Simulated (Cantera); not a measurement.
Feed: 1 mol Ta, 1.7 mol O2, 230 mol H2, equilibrated at 7.80 bar.

These are equilibrium values from Cantera (NASA tables, ideal gas, pure condensed phases), not measurements of a reactor. Candidate condensed phases: H2O, Ta, Ta2O5; 12 gas species. Kinetics and transport are ignored. All values below are at 1850 °C.

Base state: H2 0.995, H2O 0.00391, H 0.00128 (mole fractions); condensed: Ta2O5(l).

**Question.** What changes in the equilibrium state with this change: pressure from 7.80 bar to 10.0 mbar?

**Answer.** 
```
species         before     after
-------------  -------  --------
H2               0.995     0.960
H              0.00128    0.0352
H2O            0.00391   0.00423
TaO2           7.92e-7  0.000584
TaO            1.16e-7   7.63e-5
OH             6.23e-7   1.91e-5
Ta2O5(l), mol    0.500     0.423
```
